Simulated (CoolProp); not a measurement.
Vapour-liquid equilibrium of n-hexane (1) + toluene (2) at 5.34 bar; x and y are mole fractions of (1).

Computed with CoolProp (multi-fluid Helmholtz-energy mixture model, Thol 2019 and Lemmon 2006; pair parameters Bell 2016).

```
x     bubble temperature (K)  y at the bubble point  dew temperature at overall composition x (K)  liquid density (mol/L)
----  ----------------------  ---------------------  --------------------------------------------  ----------------------
0.05                       ?                  0.126                                         452.8                       ?
0.15                   441.3                  0.321                                         448.8                   7.438
0.25                   434.6                  0.463                                         444.5                       ?
0.35                       ?                  0.573                                         440.0                   7.178
0.45                   424.4                  0.661                                         435.2                   7.040
0.55                   420.4                  0.736                                         430.2                   6.900
0.65                       ?                  0.802                                         425.0                   6.761
0.75                   413.5                  0.863                                         419.6                       ?
0.85                   410.5                  0.919                                         414.2                   6.490
0.95                   407.6                  0.973                                         408.8                       ?
```

Problem. What belongs in the gaps?

Solution. 
- 0.05, bubble temperature (K): 449.7
- 0.05, liquid density (mol/L): 7.548
- 0.25, liquid density (mol/L): 7.312
- 0.35, bubble temperature (K): 429.1
- 0.65, bubble temperature (K): 416.8
- 0.75, liquid density (mol/L): 6.624
- 0.95, liquid density (mol/L): 6.360

No azeotrope shows between x = 0.05 and 0.95.

Pair parameters are fitted to limited data, so mixtures are less certain than the pure fluids.
